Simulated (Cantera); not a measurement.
A freely propagating, adiabatic, planar premixed flame of 50.5 % H₂, 9.70 % O₂, 39.8 % N₂, equivalence ratio 2.6, unburnt at 550 K and 1.10 bar; mixture-averaged transport, grid criteria slope 0.08 and curve 0.16, no radiation.

Detailed kinetics in Cantera: the H2/O2 subset of GRI-Mech 3.0, which has no nitrogen chemistry. Burning velocities carry a grid error of a few per cent, more on coarse grids.

x: mole fraction of selected species; z is measured from the peak of heat release.

| z (mm) | T (K) | u (m/s) | x H₂ | x O₂ | x HO₂ | x H₂O₂ | x H | x OH |
|---|---|---|---|---|---|---|---|---|
| -1.22 | 550 | 6.74 | 0.505 | 0.0970 | <1e-8 | <1e-8 | <1e-8 | <1e-8 |
| -0.812 | 550 | 6.74 | 0.505 | 0.0970 | <1e-8 | <1e-8 | <1e-8 | <1e-8 |
| -0.609 | 550 | 6.74 | 0.505 | 0.0970 | 1.73e-8 | <1e-8 | <1e-8 | <1e-8 |
| -0.406 | 550 | 6.74 | 0.505 | 0.0970 | 1.18e-6 | <1e-8 | 6.92e-8 | <1e-8 |
| -0.203 | 589 | 7.16 | 0.500 | 0.0967 | 0.000266 | 6.87e-6 | 0.000356 | 9.33e-5 |
| -0.101 | 820 | 9.74 | 0.469 | 0.0897 | 0.000152 | 9.70e-6 | 0.00772 | 0.000453 |
| 0 | ___ | 13.6 | ___ | ___ | ___ | ___ | ___ | ___ |
| 0.101 | 1416 | 16.3 | 0.321 | 0.0180 | 1.86e-5 | 5.12e-7 | 0.0662 | 0.00180 |
| 0.203 | 1522 | 17.5 | 0.301 | 0.00358 | 3.54e-6 | 2.59e-7 | 0.0708 | 0.00171 |
| 0.406 | 1617 | 18.5 | 0.303 | 0.000255 | 2.46e-7 | 1.73e-7 | 0.0625 | 0.00175 |
| 0.812 | 1713 | 19.4 | 0.312 | 6.74e-5 | 7.27e-8 | 1.16e-7 | 0.0492 | 0.00175 |
| 1.62 | 1805 | 20.3 | 0.320 | ___ | ___ | ___ | ___ | ___ |
| 3.25 | 1883 | 21.1 | 0.328 | 1.98e-5 | 2.50e-8 | 3.23e-8 | 0.0243 | 0.00124 |

Problem. Complete the blanks.

Solution. 
- 0, T (K): 1174
- 0, x H₂: 0.391
- 0, x O₂: 0.0594
- 0, x HO₂: 6.48e-5
- 0, x H₂O₂: 1.30e-6
- 0, x H: 0.0377
- 0, x OH: 0.00116
- 1.62, x O₂: 3.96e-5
- 1.62, x HO₂: 4.53e-8
- 1.62, x H₂O₂: 6.57e-8
- 1.62, x H: 0.0359
- 1.62, x OH: 0.00156
